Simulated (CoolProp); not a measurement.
Vapour-liquid equilibrium of R22 (1) + R115 (2) at 320.9 K; x and y are mole fractions of (1).

Computed with CoolProp (multi-fluid Helmholtz-energy mixture model, Kamei 1995 and Lemmon 2016; pair parameters Bell 2016).

Give the bubble pressure and the first vapour's composition at x = 0.45, 0.65, 0.75. Is there an azeotrope?

x = 0.45: 1962 kPa, y = 0.469; x = 0.65: 1967 kPa, y = 0.638; x = 0.75: 1945 kPa, y = 0.731. y crosses x between x = 0.55 and 0.65: the model has an azeotrope there.

Pair parameters are fitted to limited data, so mixtures are less certain than the pure fluids.
